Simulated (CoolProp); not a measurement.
C2F6 (R116) along the isobar 0.755 MPa: density (kg/m³) from the reference equation and from simpler models built on Tc = 293.0 K, pc = 3.048 MPa, ω = 0.257; each cubic takes its own stable root.

Values from CoolProp's reference Helmholtz-energy equation of state, Lemmon 2006. It is a short technical equation, of lower accuracy than the large ones.

```csv
T (K),phase,reference
223.3,liquid,1474
230.5,liquid,1435
237.6,liquid,1394
244.8,gas,62.40
251.9,gas,59.16
259.1,gas,56.36
266.2,gas,53.95
273.4,gas,51.79
280.5,gas,49.87
287.7,gas,48.11
294.8,gas,46.52
302,gas,45.05
309.1,gas,43.70
316.3,gas,42.43
323.4,gas,41.27
330.6,gas,40.16
```

**Question.** How far does each simpler model (van der Waals, Redlich-Kwong, Soave-Redlich-Kwong, Peng-Robinson) lie from the reference over these 16 states: mean and median of the absolute difference, and the worst?

**Answer.** 
- van der Waals: mean 19.5 %, median 2.0 %, worst -95.6 % at 237.6 K and 0.755 MPa
- Redlich-Kwong: mean 7.7 %, median 0.5 %, worst -95.4 % at 237.6 K and 0.755 MPa
- Soave-Redlich-Kwong: mean 1.3 %, median 0.1 %, worst -6.7 % at 237.6 K and 0.755 MPa
- Peng-Robinson: mean 2.1 %, median 1.1 %, worst +7.2 % at 223.3 K and 0.755 MPa

At some of these states van der Waals, Redlich-Kwong gives the other phase, because its saturation line lies elsewhere.
